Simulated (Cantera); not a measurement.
**Premixed flame**

A freely propagating, adiabatic, planar premixed flame of 10.6 % CH₄, 8.58 % CO, 16.9 % O₂, 63.9 % N₂, equivalence ratio 1.5, unburnt at 325 K and 5.00 bar; multicomponent transport, grid criteria slope 0.08 and curve 0.16, no radiation.

Detailed kinetics in Cantera: GRI-Mech 3.0 (53 species, 325 reactions). Burning velocities carry a grid error of a few per cent, more on coarse grids.

```tsv
z (mm)	T (K)	u (m/s)	x CH₄	x CO	x O₂	x HCN	x NO	x H₂
-1.00	325	0.0933	0.106	0.0857	0.169	<1e-8	<1e-8	0.00165
-0.670	331	0.0952	0.105	0.0854	0.168	<1e-8	<1e-8	0.00535
-0.502	358	0.103	0.103	0.0852	0.166	2.73e-8	<1e-8	0.0103
-0.335	503	0.147	0.0950	0.0861	0.155	2.64e-7	1.75e-8	0.0189
-0.167	1019	0.303	0.0637	0.0945	0.110	1.87e-6	6.27e-7	0.0300
-0.0837	1421	0.425	0.0364	0.104	0.0673	3.79e-6	1.91e-6	0.0354
0	1785	0.535	0.0121	0.113	0.0249	6.99e-6	3.44e-6	0.0398
0.0837	1946	0.582	0.00389	0.113	0.00626	1.11e-5	5.36e-6	0.0424
0.167	1991	0.594	0.00219	0.111	0.00179	1.29e-5	6.63e-6	0.0443
0.335	2009	0.599	0.00142	0.109	0.000277	1.34e-5	7.64e-6	0.0468
0.670	2012	0.600	0.000954	0.109	2.19e-5	1.29e-5	8.58e-6	0.0490
1.34	2010	0.600	0.000544	0.110	3.98e-7	1.15e-5	1.04e-5	0.0507
2.68	2007	0.600	0.000221	0.111	1.46e-7	8.58e-6	1.40e-5	0.0519
```
x: mole fraction of selected species; z is measured from the peak of heat release.

```yaml
laminar_burning_velocity: 9.30 cm/s
thermal_thickness: 0.335 mm
peak x(HCN): 1.34e-5
peak x(H₂): 0.0526
grid_points: 122
```
